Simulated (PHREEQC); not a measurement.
Dissolve 3.2 mmol/kgw MgSO4 at 25 °C. Closed to the air; pH follows from the charge balance.

Equilibrium calculation in PHREEQC: ion-association model, phreeqc.dat.

Precipitation was switched off in this run.

Q: Estimate the ionic strength, specific conductance.

A: ionic strength 0.0101 mol/kgw; specific conductance 584 µS/cm.

Q: In which forms is S present?

A: SO4-2 79 %, MgSO4 21 % of the S.
